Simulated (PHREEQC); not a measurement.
Consider water at 25 °C with 0.0089 mol NaHSO4 and 0.0088 mol K2HPO4 per kg of water. Closed to the air; pH follows from the charge balance.

The numbers come from PHREEQC with the ion-association model, wateq4f.dat.

| Item | Result |
|---|---|
| pH | 4.35 |
| ionic strength | 0.0341 mol/kgw |
| total alkalinity | -0.100 meq/kg |

```json
[
 {"species": "K+", "molality": "0.0171", "activity": "0.0143", "log γ": "-0.077"},
 {"species": "H2PO4-", "molality": "0.00873", "activity": "0.00741", "log γ": "-0.071"},
 {"species": "Na+", "molality": "0.00872", "activity": "0.00737", "log γ": "-0.073"},
 {"species": "SO4-2", "molality": "0.00820", "activity": "0.00420", "log γ": "-0.290"},
 {"species": "KSO4-", "molality": "0.000498", "activity": "0.000423", "log γ": "-0.071"},
 {"species": "NaSO4-", "molality": "0.000183", "activity": "0.000155", "log γ": "-0.071"}
]
```

Precipitation was switched off in this run. Species that the database lacks are ignored. H3PO4, which wateq4f.dat lacks, is added to it with the constant of phreeqc.dat.
